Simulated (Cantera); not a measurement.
Charge: 1 mol CS2, 1.3 mol O2, 0.52 mol H2, at 2827 °C and 22.0 bar.

These are equilibrium values from Cantera (NASA tables, ideal gas, pure condensed phases), not measurements of a reactor. Candidate condensed phases: C, C6H6, C7H8, C8H18, H2O, H2SO4, S; 123 gas species. Kinetics and transport are ignored.

Base state: CO 0.283, S2 0.162, SO 0.135, SO2 0.128, H2O 0.0826, H2 0.0586, CO2 0.0525, SH 0.0332 (mole fractions); condensed: gas only.

Q: What changes in the equilibrium state with this change: temperature from 2827 °C to 1677 °C?

A: 
```json
[
 {"species": "S2", "before": "0.162", "after": "0.278"},
 {"species": "CO2", "before": "0.0525", "after": "0.215"},
 {"species": "CO", "before": "0.283", "after": "0.156"},
 {"species": "SO", "before": "0.135", "after": "0.00932"},
 {"species": "H", "before": "0.0110", "after": "3.66e-5"},
 {"species": "S", "before": "0.0288", "after": "0.000255"},
 {"species": "SH", "before": "0.0332", "after": "0.00503"},
 {"species": "H2S", "before": "0.00949", "after": "0.0376"},
 {"species": "H2", "before": "0.0586", "after": "0.0224"},
 {"species": "H2O", "before": "0.0826", "after": "0.135"},
 {"species": "S2O", "before": "0.00807", "after": "0.0132"},
 {"species": "SO2", "before": "0.128", "after": "0.118"},
 {"species": "O", "before": "0.000628", "after": "2.43e-8"},
 {"species": "O2", "before": "0.000349", "after": "6.37e-8"}
]
```
